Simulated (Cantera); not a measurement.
A perfectly stirred reactor is fed with CO : H2 : O2 : N2 = 1 : 0.036 : 0.324 : 1.22 (molar parts), equivalence ratio 1.6, at 7130 Torr; it is adiabatic with a 448 K inlet, and is followed from long to short residence time, starting on the burning branch (τ in s: 0.032, 0.016, 0.0083, 0.0042, 0.0022, 0.0011, 0.00056, 0.00029, 0.00015, 7.5e-05, 3.8e-05, 1.9e-05, 9.9e-06).

Model: GRI-Mech 3.0 (53 species, 325 reactions), integrated in Cantera. The hydrogen kinetics of GRI-Mech 3.0 are dated; newer H2 mechanisms differ, most at raised pressure.

### Question
What does this change do: pressure from 7130 Torr to 3750 Torr?

### Answer
```json
[
 {"quantity": "blow-out, bracketed by the residence times tried", "before": "burning at 19.0 µs, out at 9.90 µs", "after": "burning at 38.0 µs, out at 19.0 µs"},
 {"quantity": "x(CO) at τ = 32.0 ms", "before": "0.172", "after": "0.173"},
 {"quantity": "x(H2) at τ = 32.0 ms", "before": "0.00148", "after": "0.00148"},
 {"quantity": "x(O2) at τ = 32.0 ms", "before": "0.000418", "after": "0.000820"},
 {"quantity": "x(H2O) at τ = 32.0 ms", "before": "0.0140", "after": "0.0138"},
 {"quantity": "x(NO) at τ = 32.0 ms", "before": "0.000610", "after": "0.000818"},
 {"quantity": "x(CO) at τ = 0.560 ms", "before": "0.183", "after": "0.193"},
 {"quantity": "x(H2) at τ = 0.560 ms", "before": "0.00152", "after": "0.00161"},
 {"quantity": "x(O2) at τ = 0.560 ms", "before": "0.00606", "after": "0.0108"},
 {"quantity": "x(H2O) at τ = 0.560 ms", "before": "0.0124", "after": "0.0113"},
 {"quantity": "x(NO) at τ = 0.560 ms", "before": "0.000575", "after": "0.000423"}
]
```

### Question
What does this change do: H2 0.036 to 0.027 parts?

### Answer
```
quantity                                                                      before                               after
------------------------------------------------  ----------------------------------  ----------------------------------
blow-out, bracketed by the residence times tried  burning at 19.0 µs, out at 9.90 µs  burning at 19.0 µs, out at 9.90 µs
x(CO) at τ = 32.0 ms                                                           0.172                               0.169
x(H2) at τ = 32.0 ms                                                         0.00148                             0.00107
x(O2) at τ = 32.0 ms                                                        0.000418                            0.000481
x(H2O) at τ = 32.0 ms                                                         0.0140                              0.0105
x(NO) at τ = 32.0 ms                                                        0.000610                            0.000670
x(CO) at τ = 0.560 ms                                                          0.183                               0.182
x(H2) at τ = 0.560 ms                                                        0.00152                             0.00110
x(O2) at τ = 0.560 ms                                                        0.00606                             0.00685
x(H2O) at τ = 0.560 ms                                                        0.0124                             0.00913
x(NO) at τ = 0.560 ms                                                       0.000575                            0.000615
```

### Question
What does this change do: CO 1 to 1.3 parts?

### Answer
```tsv
quantity	before	after
blow-out, bracketed by the residence times tried	burning at 19.0 µs, out at 9.90 µs	burning at 19.0 µs, out at 9.90 µs
x(CO) at τ = 32.0 ms	0.172	0.267
x(H2) at τ = 32.0 ms	0.00148	0.00232
x(O2) at τ = 32.0 ms	0.000418	0.000118
x(H2O) at τ = 32.0 ms	0.0140	0.0115
x(NO) at τ = 32.0 ms	0.000610	0.000125
x(CO) at τ = 0.560 ms	0.183	0.271
x(H2) at τ = 0.560 ms	0.00152	0.00216
x(O2) at τ = 0.560 ms	0.00606	0.00249
x(H2O) at τ = 0.560 ms	0.0124	0.0101
x(NO) at τ = 0.560 ms	0.000575	0.000213
```
